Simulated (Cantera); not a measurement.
**Pb + O2 + N2 + H2 (iron carbonyl, mercury and lead vapours)**

Input: 1 mol Pb, 2.1 mol O2, 0.78 mol N2, 0.1 mol H2, at 1.00 Torr.

Method: chemical equilibrium by Gibbs-energy minimisation in Cantera with the NASA 1993 tables (ideal gas, pure condensed phases). Candidate condensed phases: H2O, Pb, PbO, PbO2, Pb3O4; 27 gas species. Gases not in the tables: (PbO)n polymers. The numbers say what is thermodynamically allowed, not how fast it happens.

From 575 °C to 875 °C the condensed part is PbO(yellow). From 925 °C to 975 °C the condensed part is PbO(l). From 1025 °C to 1175 °C nothing is condensed.

```json
[
 {"T (°C)": "575", "x O2": "0.638", "x N2": "0.321", "x PbO": "5.69e-7", "x H2O": "0.0412", "x Pb": "4.09e-11", "n PbO(yellow)": "1.000", "n PbO(l)": "0"},
 {"T (°C)": "625", "x O2": "0.638", "x N2": "0.321", "x PbO": "5.15e-6", "x H2O": "0.0412", "x Pb": "1.00e-9", "n PbO(yellow)": "1.000", "n PbO(l)": "0"},
 {"T (°C)": "675", "x O2": "0.638", "x N2": "0.321", "x PbO": "3.67e-5", "x H2O": "0.0412", "x Pb": "1.73e-8", "n PbO(yellow)": "1.000", "n PbO(l)": "0"},
 {"T (°C)": "725", "x O2": "0.638", "x N2": "0.321", "x PbO": "0.000214", "x H2O": "0.0411", "x Pb": "2.24e-7", "n PbO(yellow)": "0.999", "n PbO(l)": "0"},
 {"T (°C)": "775", "x O2": "0.637", "x N2": "0.321", "x PbO": "0.00105", "x H2O": "0.0411", "x Pb": "2.26e-6", "n PbO(yellow)": "0.997", "n PbO(l)": "0"},
 {"T (°C)": "825", "x O2": "0.635", "x N2": "0.320", "x PbO": "0.00440", "x H2O": "0.0410", "x Pb": "1.84e-5", "n PbO(yellow)": "0.989", "n PbO(l)": "0"},
 {"T (°C)": "875", "x O2": "0.627", "x N2": "0.316", "x PbO": "0.0162", "x H2O": "0.0405", "x Pb": "0.000125", "n PbO(yellow)": "0.960", "n PbO(l)": "0"},
 {"T (°C)": "925", "x O2": "0.606", "x N2": "0.305", "x PbO": "0.0491", "x H2O": "0.0391", "x Pb": "0.000666", "n PbO(yellow)": "0", "n PbO(l)": "0.873"},
 {"T (°C)": "975", "x O2": "0.552", "x N2": "0.277", "x PbO": "0.132", "x H2O": "0.0355", "x Pb": "0.00311", "n PbO(yellow)": "0", "n PbO(l)": "0.620"},
 {"T (°C)": "1025", "x O2": "0.455", "x N2": "0.226", "x PbO": "0.278", "x H2O": "0.0290", "x Pb": "0.0116", "n PbO(yellow)": "0", "n PbO(l)": "0"},
 {"T (°C)": "1075", "x O2": "0.456", "x N2": "0.225", "x PbO": "0.272", "x H2O": "0.0289", "x Pb": "0.0174", "n PbO(yellow)": "0", "n PbO(l)": "0"},
 {"T (°C)": "1125", "x O2": "0.458", "x N2": "0.224", "x PbO": "0.263", "x H2O": "0.0287", "x Pb": "0.0251", "n PbO(yellow)": "0", "n PbO(l)": "0"},
 {"T (°C)": "1175", "x O2": "0.461", "x N2": "0.223", "x PbO": "0.252", "x H2O": "0.0286", "x Pb": "0.0349", "n PbO(yellow)": "0", "n PbO(l)": "0"}
]
```
x: gas mole fraction; n: condensed amount in mol.
